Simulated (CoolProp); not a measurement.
The fluid at 298.15 K and 2.28 MPa (liquid) is heated at constant pressure to 436.1 K. The same conditions are run with several fluids, on thermodynamics alone (safety and materials aside).

The numbers come from the reference Helmholtz-energy equation of state of each fluid (R22: Kamei 1995; trans-2-butene: Lemmon 2005; ethanol: Schroeder 2014; propylene glycol: Eisenbach 2021) in CoolProp.

Rank R22, trans-2-butene, ethanol, propylene glycol by heat (kJ/kg), highest first.

trans-2-butene (594), ethanol (432), propylene glycol (396), R22 (286)

```csv
fluid,final phase,final density (kg/m³)
R22,gas,59.9
trans-2-butene,gas,45.2
ethanol,liquid,632
propylene glycol,liquid,919
```
